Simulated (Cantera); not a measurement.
A closed system holds: 1 mol Al(CH3)3, 1.6 mol N2O, 1.5 mol N2, at 1723 K and 0.133 bar.

These are equilibrium values from Cantera (NASA tables, ideal gas, pure condensed phases), not measurements of a reactor. Candidate condensed phases: Al, AlN, Al2O3, C, C6H6, C7H8, C8H18, H2O; 148 gas species. The feed counts by its element totals alone. Kinetics and transport are ignored.

Base state: H2 0.516, N2 0.298, CO 0.184, HCN 0.00163, H 0.000359, HNC 5.15e-5, C2H2 (acetylene) 4.67e-5, CH4 3.57e-5 (mole fractions); condensed: AlN(s) + C(graphite).

What changes in the equilibrium state with this change: temperature from 1723 K to 1648 K?


```csv
species,before,after
H2,0.516,0.516
N2,0.298,0.298
CO,0.184,0.184
HCN,0.00163,0.00107
H,0.000359,0.000175
C2H2 (acetylene),4.67e-5,2.31e-5
HNC,5.15e-5,2.80e-5
CH4,3.57e-5,4.76e-5
"AlN(s), mol",1.000,1.000
"C(graphite), mol",1.38,1.39
```
